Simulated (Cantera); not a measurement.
Input: 1 mol Ti(OiPr)4, 1.3 mol C3H8, equilibrated at 0.100 bar.

These are equilibrium values from Cantera (NASA tables, ideal gas, pure condensed phases), not measurements of a reactor. Candidate condensed phases: C, C6H6, C7H8, C8H18, H2O, Ti, TiC, TiO, TiO2, Ti2O3, Ti3O5, Ti4O7; 113 gas species. The feed counts by its element totals alone. TiC: taken at fixed stoichiometry. Equilibrium is a limit: real reactors are often held back by kinetics, nucleation or transport.

Question: At 1598 K, list the 6 most abundant gas species with their mole fractions, and the condensed phases.

Answer: H2 0.827, CO 0.172, H 0.000153, CH4 0.000113, C2H2 (acetylene) 2.23e-5, H2O 1.26e-5. Condensed: C(graphite) + TiC(s).
